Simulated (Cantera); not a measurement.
A closed system holds: 1 mol Si2Cl6, 0.046 mol HCl, 46 mol H2, held at 1798 K and 750 Torr.

Method: chemical equilibrium by Gibbs-energy minimisation in Cantera with the NASA 1993 tables (ideal gas, pure condensed phases). Candidate condensed phases: Si; 19 gas species. The feed counts by its element totals alone. The tables' values for SiCl3, SiCl are old estimates; treat these amounts as uncertain. Gases not in the tables: Si2H6 and higher silanes. The numbers say what is thermodynamically allowed, not how fast it happens.

Base state: H2 0.900, HCl 0.0779, SiCl2 0.0209, SiCl3 0.000875, H 0.000334, SiHCl3 0.000171, SiH2Cl2 8.92e-5, SiCl4 5.92e-5 (mole fractions); condensed: Si(l).

Q: What changes in the equilibrium state with this change: HCl from 0.046 to 3.1 mol?

A: 
| species | before | after |
|---|---|---|
| H2 | 0.900 | 0.864 |
| HCl | 0.0779 | 0.0981 |
| SiCl2 | 0.0209 | 0.0346 |
| SiCl4 | 5.92e-5 | 0.000162 |
| SiCl3 | 0.000875 | 0.00186 |
| SiHCl3 | 0.000171 | 0.000356 |
| Si(l), mol | 0.913 | 0.0669 |

Q: What changes in the equilibrium state with this change: temperature from 1798 K to 1450 K?

A: 
| species | before | after |
|---|---|---|
| H2 | 0.900 | 0.912 |
| HCl | 0.0779 | 0.0641 |
| SiCl2 | 0.0209 | 0.0139 |
| SiCl | 2.22e-5 | 2.34e-7 |
| SiCl4 | 5.92e-5 | 0.00277 |
| Cl | 2.21e-5 | 5.17e-7 |
| SiH2 | 2.65e-5 | 7.02e-7 |
| Si(l), mol | 0.913 | 0 |
| Si(s), mol | 0 | 0.832 |
The tables' values for SiCl3 are old estimates; treat these amounts as uncertain.

Q: What changes in the equilibrium state with this change: Si2Cl6 replaced by SiH4?

A: 
| species | before | after |
|---|---|---|
| H2 | 0.900 | 0.999 |
| HCl | 0.0779 | 0.000951 |
| H | 0.000334 | 0.000352 |
| SiCl2 | 0.0209 | 2.81e-6 |
| SiH2 | 2.65e-5 | 2.95e-5 |
| SiCl3 | 0.000875 | 1.36e-9 |
| SiHCl3 | 0.000171 | <1e-9 |
| Si(l), mol | 0.913 | 0.998 |
